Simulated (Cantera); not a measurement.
Input (Python, Cantera):

```python
import numpy as np
import cantera as ct

gas = ct.Solution("gri30.yaml", transport_model="mixture-averaged")
show = ['C2H2', 'NO', 'OH']

rows = []
print(f"{'T/K':>7s}{'rho':>11s}{'cp':>10s}{'mu':>11s}{'lambda':>11s}{'Pr':>7s}" + "".join(f"{'D_' + s:>11s}" for s in show))
for T in [400, 500, 600, 700, 800, 900, 1000]:
    gas.TPX = T, 1000000, {'H2': 0.98, 'C3H8': 0.52, 'C2H6': 0.68, 'CH3OH': 0.48}
    Pr = gas.cp_mass * gas.viscosity / gas.thermal_conductivity
    D = [gas.mix_diff_coeffs_mole[gas.species_index(s)] for s in show]
    rows.append([gas.density, gas.cp_mass, gas.viscosity, gas.thermal_conductivity, Pr, *D])
    print(f"{T:7g}{gas.density:11.4e}{gas.cp_mass:10.1f}{gas.viscosity:11.4e}"
          f"{gas.thermal_conductivity:11.4e}{Pr:7.3f}" + "".join(f"{d:11.4e}" for d in D))
print("SI units: kg/m3, J/kg/K, Pa s, W/m/K, m2/s")
```

It prints:

```
    T/K        rho        cp         mu     lambda     Pr     D_C2H2       D_NO       D_OH
    400 6.8652e+00    2413.7 1.2587e-05 7.5490e-02  0.402 2.6815e-06 3.3162e-06 5.0651e-06
    500 5.4922e+00    2776.1 1.5374e-05 9.6682e-02  0.441 4.0555e-06 4.9361e-06 7.5111e-06
    600 4.5768e+00    3106.4 1.7966e-05 1.1828e-01  0.472 5.6451e-06 6.7933e-06 1.0311e-05
    700 3.9230e+00    3395.4 2.0390e-05 1.3996e-01  0.495 7.4327e-06 8.8701e-06 1.3439e-05
    800 3.4326e+00    3643.5 2.2670e-05 1.6158e-01  0.511 9.4051e-06 1.1153e-05 1.6875e-05
    900 3.0512e+00    3860.0 2.4827e-05 1.8302e-01  0.524 1.1551e-05 1.3632e-05 2.0606e-05
   1000 2.7461e+00    4064.0 2.6878e-05 2.0423e-01  0.535 1.3863e-05 1.6298e-05 2.4617e-05
SI units: kg/m3, J/kg/K, Pa s, W/m/K, m2/s
```

Cantera simulation using GRI-Mech 3.0 (53 species, 325 reactions); the numbers are that mechanism's predictions, not measurements. Polar gases are described roughly by these parameters.
